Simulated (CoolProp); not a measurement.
Values from CoolProp's reference Helmholtz-energy equation of state, Akasaka 2019.

### Question
For R1234ze(Z), give the phase and the cp (kJ/(kg K)), cv (kJ/(kg K)), fugacity coefficient at 361.5 K and 6.75 bar; 392.9 K and 6.75 bar; 440 K and 6.75 bar.

### Answer
- 361.5 K and 6.75 bar: gas; cp 1.07, cv 0.921, fugacity coefficient 0.875
- 392.9 K and 6.75 bar: gas; cp 1.08, cv 0.954, fugacity coefficient 0.907
- 440 K and 6.75 bar: gas; cp 1.11, cv 1.01, fugacity coefficient 0.938
